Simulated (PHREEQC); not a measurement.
A made-up water analysis in mg/L, 25 °C, pH 2, pe 12.4: Na 259; K 123; Ca 265; Mg 136; Cl 490; S(6) as SO4 2140; N(5) as NO3 1.25.

Na is adjusted to close the charge balance.
Valence states are taken as typed.

The numbers come from PHREEQC with the ion-association model, wateq4f.dat.

```json
{
  "ionic_strength": "0.0639 mol/kgw",
  "total_alkalinity": "-18.1 meq/kg"
}
```

| species | molality | activity | log γ |
|---|---|---|---|
| Cl- | 0.0139 | 0.0110 | -0.099 |
| Na+ | 0.0125 | 0.0101 | -0.092 |
| H+ | 0.0118 | 0.0100 | -0.074 |
| SO4-2 | 0.0118 | 0.00505 | -0.367 |
| HSO4- | 0.00610 | 0.00491 | -0.094 |
| Ca+2 | 0.00451 | 0.00199 | -0.354 |
| Mg+2 | 0.00366 | 0.00167 | -0.341 |

Precipitation was switched off in this run. Species that the database lacks are ignored.
